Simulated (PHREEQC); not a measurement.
0.14 g of hydrous ferric oxide (600 m²/g; 0.2 weak and 0.005 strong sites per Fe, Dzombak-Morel constants, diffuse double layer) in 1 kg of water with 0.005 mol/kgw of an inert sodium salt and 0.00053 mol MnCl2 and 3.4e-06 mol NiCl2, at 25 °C; the pH is set by adding NaOH or the inert anion's acid. The system is closed to oxygen. CO2 from the air is kept out. Nothing may precipitate in this run.

Base run: PHREEQC, ion-association model, wateq4f.dat. Each further column changes one thing. The table gives Ni sorbed (%).

| pH | base | no electrostatic term (-no_edl) | background salt from 0.005 to 0.0005 mol/kgw | oxide from 0.14 to 0.7 g/kgw |
|---|---|---|---|---|
| 4 | 0.0 | 0.0 | 0.0 | 0.0 |
| 4.75 | 0.1 | 0.2 | 0.1 | 0.4 |
| 5.5 | 1.4 | 3.9 | 1.3 | 6.4 |
| 5.88 | 4.1 | 8.1 | 4.0 | 17.8 |
| 6.62 | 13.9 | 36.0 | 14.2 | 46.0 |
| 7.38 | 51.4 | 81.9 | 52.2 | 87.2 |
| 8.12 | 73.8 | 91.2 | 73.9 | 98.1 |
| 8.5 | 77.4 | 92.2 | 77.4 | 99.4 |
| 9.25 | 75.2 | 90.9 | 74.4 | 100.0 |
| 10 | 34.4 | 62.6 | 31.9 | 100.0 |

In at least one series the solution becomes supersaturated in solids that the run did not let form, among them Pyrochroite, Ni(OH)2.
